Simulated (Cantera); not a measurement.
Input: 1 mol Fe2O3, 0.94 mol Cl2, held at 1548 K and 0.160 bar.

Method: chemical equilibrium by Gibbs-energy minimisation in Cantera with the NASA 1993 tables (ideal gas, pure condensed phases). Candidate condensed phases: Fe, FeCl2, FeCl3, FeO, Fe2O3, Fe3O4; 13 gas species. Kinetics and transport are ignored.

Base state: FeCl2 0.379, O2 0.369, FeCl3 0.112, Cl2 0.0824, Cl 0.0573, Fe2Cl4 0.000640, ClO 0.000323, Fe2Cl6 1.41e-5 (mole fractions); condensed: Fe2O3(s).

Problem. What changes in the equilibrium state with this change: pressure from 0.160 bar to 73.0 mbar?

Solution. 
```tsv
species	before	after
FeCl2	0.379	0.432
O2	0.369	0.377
FeCl3	0.112	0.0691
Cl2	0.0824	0.0530
Cl	0.0573	0.0681
Fe2Cl6	1.41e-5	2.47e-6
Fe2Cl4	0.000640	0.000381
O	1.16e-5	1.73e-5
ClO	0.000323	0.000262
Fe2O3(s), mol	0.649	0.622
```
